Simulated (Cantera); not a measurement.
Mixture: H₂ : O₂ : N₂ = 1 : 0.385 : 1.45 (molar parts), at 0.553 atm, adiabatic and at constant volume. Ignition delay is the time to a rise of 400 K.

Detailed kinetics in Cantera: GRI-Mech 3.0 (53 species, 325 reactions). Where the delays flatten at high temperature, the 400 K rule measures the pace of heat release, not the induction time.

Q: What does this change do: pressure from 0.553 atm to 3.75 atm?

A: 
| quantity | before | after |
|---|---|---|
| delay at 1050 K | 0.214 ms | 1.87 ms |
| delay at 1250 K | 64.1 µs | 11.0 µs |
| delay at 1450 K | 34.1 µs | 4.18 µs |
| delay at 1650 K | 27.2 µs | 2.38 µs |
| delay at 1850 K | 29.0 µs | 1.72 µs |
The hydrogen kinetics of GRI-Mech 3.0 are dated; newer H2 mechanisms differ, most at raised pressure.
